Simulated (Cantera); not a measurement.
Input (Python, Cantera) and output of one run.

```python
import numpy as np
import cantera as ct

gas_names = """
    B BCL BCL2 BCL3 BH BH2 BH3 BO BOCL BO2 B2 B2O B2O2 B2O3 B3O3CL3 B3O3H3 CL CLO CL2 H HBO HBO2 HCL
    HOCL HO2 H2 H2O H2O2 H3B3O6 O OH O2 O3
""".split()
cond_names = """
    B(b) B(L) B2O3(L) B3O3H3(cr) H2O(s) H2O(L)
""".split()


# ... load() reads the species with a 1 bar reference pressure and builds the phases ...
atoms = {
    'BCl3': {'B': 1, 'CL': 3},
    'H2O': {'H': 2, 'O': 1},
    'H2': {'H': 2},
}
top_T = {}  # K; cautious upper limits of use, not melting points


# ... equilibrate(T, P, feed) seeds the gas with the atoms and calls Mixture.equilibrate('TP', solver="vcs", rtol=1e-11, max_steps=5000) ...
results = []
T = 1500  # K
P = 10000  # Pa
for m in [1.5, 1.8, 2.1, 2.5, 2.9, 3.4, 4.1, 4.8, 5.6, 6.6, 7.8, 9.2, 11]:
    feed = {'BCl3': 1, 'H2O': m, 'H2': 72}  # mol
    mix = equilibrate(T, P, feed)
    results.append((T, P, feed, dict(zip(mix.species_names, mix.species_moles))))
    x = sorted(zip(gas.X, gas.species_names), reverse=True)
    print(f"T = {T:g} K  P = {P:g} Pa  n(H2O) = {m:g} mol  gas = {mix.phase_moles(0):.4g} mol")
    print("   x: " + "  ".join(f"{s} {v:.3e}" for v, s in x if v > 1e-05))
    print("   condensed (mol): " + ("  ".join(f"{mix.phase(i).name} {mix.phase_moles(i):.4g}"
          for i in range(1, mix.n_phases) if mix.phase_moles(i) > 1e-12) or "none"))
```

Result:

```
T = 1500 K  P = 10000 Pa  n(H2O) = 1.5 mol  gas = 75.16 mol
   x: H2 9.558e-01  HCL 3.980e-02  HBO 2.044e-03  HBO2 1.501e-03  H2O 3.832e-04  B2O3 2.169e-04  BOCL 1.139e-04  H 5.442e-05  B2O2 3.257e-05  B3O3H3 1.286e-05
   condensed (mol): B2O3(L) 0.3421
T = 1500 K  P = 10000 Pa  n(H2O) = 1.8 mol  gas = 75.5 mol
   x: H2 9.529e-01  HCL 3.969e-02  HBO2 3.826e-03  H2O 2.489e-03  HBO 7.995e-04  B2O3 2.169e-04  H 5.434e-05  BOCL 4.458e-05
   condensed (mol): B2O3(L) 0.3068
T = 1500 K  P = 10000 Pa  n(H2O) = 2.1 mol  gas = 75.85 mol
   x: H2 9.486e-01  HCL 3.952e-02  HBO2 5.627e-03  H2O 5.384e-03  HBO 5.412e-04  B2O3 2.169e-04  H 5.422e-05  BOCL 3.018e-05
   condensed (mol): B2O3(L) 0.2482
T = 1500 K  P = 10000 Pa  n(H2O) = 2.5 mol  gas = 76.32 mol
   x: H2 9.429e-01  HCL 3.928e-02  H2O 9.565e-03  HBO2 7.500e-03  HBO 4.036e-04  B2O3 2.169e-04  H 5.405e-05  BOCL 2.251e-05
   condensed (mol): B2O3(L) 0.1807
T = 1500 K  P = 10000 Pa  n(H2O) = 2.9 mol  gas = 76.78 mol
   x: H2 9.374e-01  HCL 3.905e-02  H2O 1.389e-02  HBO2 9.037e-03  HBO 3.330e-04  B2O3 2.169e-04  H 5.389e-05  BOCL 1.857e-05
   condensed (mol): B2O3(L) 0.1225
T = 1500 K  P = 10000 Pa  n(H2O) = 3.4 mol  gas = 77.34 mol
   x: H2 9.306e-01  HCL 3.877e-02  H2O 1.937e-02  HBO2 1.067e-02  HBO 2.799e-04  B2O3 2.169e-04  H 5.370e-05  BOCL 1.561e-05
   condensed (mol): B2O3(L) 0.05851
T = 1500 K  P = 10000 Pa  n(H2O) = 4.1 mol  gas = 78.1 mol
   x: H2 9.216e-01  HCL 3.840e-02  H2O 2.732e-02  HBO2 1.215e-02  HBO 2.237e-04  B2O3 1.993e-04  H 5.344e-05  BOCL 1.248e-05
   condensed (mol): none
T = 1500 K  P = 10000 Pa  n(H2O) = 4.8 mol  gas = 78.8 mol
   x: H2 9.135e-01  HCL 3.806e-02  H2O 3.586e-02  HBO2 1.219e-02  HBO 1.695e-04  B2O3 1.528e-04  H 5.320e-05
   condensed (mol): none
T = 1500 K  P = 10000 Pa  n(H2O) = 5.6 mol  gas = 79.6 mol
   x: H2 9.044e-01  H2O 4.549e-02  HCL 3.768e-02  HBO2 1.217e-02  HBO 1.320e-04  B2O3 1.200e-04  H 5.294e-05
   condensed (mol): none
T = 1500 K  P = 10000 Pa  n(H2O) = 6.6 mol  gas = 80.6 mol
   x: H2 8.932e-01  H2O 5.727e-02  HCL 3.721e-02  HBO2 1.209e-02  HBO 1.029e-04  B2O3 9.418e-05  H 5.261e-05
   condensed (mol): none
T = 1500 K  P = 10000 Pa  n(H2O) = 7.8 mol  gas = 81.8 mol
   x: H2 8.801e-01  H2O 7.106e-02  HCL 3.667e-02  HBO2 1.197e-02  HBO 8.095e-05  B2O3 7.442e-05  H 5.222e-05
   condensed (mol): none
T = 1500 K  P = 10000 Pa  n(H2O) = 9.2 mol  gas = 83.2 mol
   x: H2 8.653e-01  H2O 8.666e-02  HCL 3.605e-02  HBO2 1.182e-02  HBO 6.440e-05  B2O3 5.943e-05  H 5.178e-05
   condensed (mol): none
T = 1500 K  P = 10000 Pa  n(H2O) = 11 mol  gas = 85 mol
   x: H2 8.470e-01  H2O 1.060e-01  HCL 3.529e-02  HBO2 1.160e-02  H 5.123e-05  HBO 5.062e-05  B2O3 4.685e-05
   condensed (mol): none
```

Method: chemical equilibrium by Gibbs-energy minimisation in Cantera with the NASA 1993 tables (ideal gas, pure condensed phases). The tables' values for BOCl are old estimates; treat these amounts as uncertain. Gases not in the tables: H3BO3.
